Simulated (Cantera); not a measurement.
Charge: 1 mol TEOS, 0.2 mol CO₂, 1.3 mol H₂, held at 548.15 K and 0.000410 bar.

Method: chemical equilibrium by Gibbs-energy minimisation in Cantera with the NASA 1993 tables (ideal gas, pure condensed phases). Candidate condensed phases: C, C₆H₆, C₇H₈, C₈H₁₈, H₂O, Si, SiC, SiO₂; 123 gas species. The feed counts by its element totals alone. Rates play no part.

Base state: H₂ 0.711, H₂O 0.164, CH₄ 0.0932, CO₂ 0.0296, CO 0.00216 (mole fractions); condensed: C(graphite) + SiO₂(α-quartz).

### Question
What changes in the equilibrium state with this change: TEOS replaced by HMDSO?

### Answer
```tsv
species	before	after
H₂	0.711	0.863
CH₄	0.0932	0.137
H₂O	0.164	<1e-9
CO₂	0.0296	<1e-9
CO	0.00216	<1e-9
C(graphite), mol	6.87	3.66
SiO₂(α-quartz), mol	1.00	0.700
SiC(s), mol	0	1.30
```
